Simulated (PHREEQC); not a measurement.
Consider water at 25 °C with 1.1 mol/kgw LiBr, 2 mol/kgw SrCl2 and 0.00057 mol/kgw H4SiO4. Closed to the air; pH follows from the charge balance.

The numbers come from PHREEQC with the Pitzer model, pitzer.dat.

Each row changes one thing in this solution. No solid was allowed to form.

```json
[
 {"case": "as made", "pH": "5.57", "H3SiO4- (mol/kgw)": "4.49e-7", "SI of SiO2(a) (SiO2)": "-0.29"},
 {"case": "SrCl2 from 2 to 1 mol/kgw", "pH": "5.86", "H3SiO4- (mol/kgw)": "5.39e-7", "SI of SiO2(a) (SiO2)": "-0.36"},
 {"case": "diluted 10-fold with water", "pH": "6.72", "H3SiO4- (mol/kgw)": "1.08e-7", "SI of SiO2(a) (SiO2)": "-1.56"},
 {"case": "SrCl2 replaced by NaCl at the same molality", "pH": "5.90", "H3SiO4- (mol/kgw)": "4.75e-7", "SI of SiO2(a) (SiO2)": "-0.25"},
 {"case": "diluted 2-fold with water", "pH": "6.12", "H3SiO4- (mol/kgw)": "3.70e-7", "SI of SiO2(a) (SiO2)": "-0.75"}
]
```

In brines, pH and single-ion activities rest on the MacInnes convention.
